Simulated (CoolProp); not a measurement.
Values from CoolProp's reference Helmholtz-energy equation of state, Lemmon 2005. It is a short technical equation, of lower accuracy than the large ones.

Q: Give the vapour pressure (kPa), vapour Z, surface tension (mN/m) of saturated cis-2-butene at 69.95, 80.05, 105.45 °C.

A: 
```
T (°C)  p (kPa)  vapour Z  surface tension (mN/m)
------  -------  --------  ----------------------
69.95       738     0.845                    8.58
80.05       931     0.818                    7.43
105.45     1580     0.736                    4.70
```

Surface tension comes from a separate correlation (Mulero 2014).
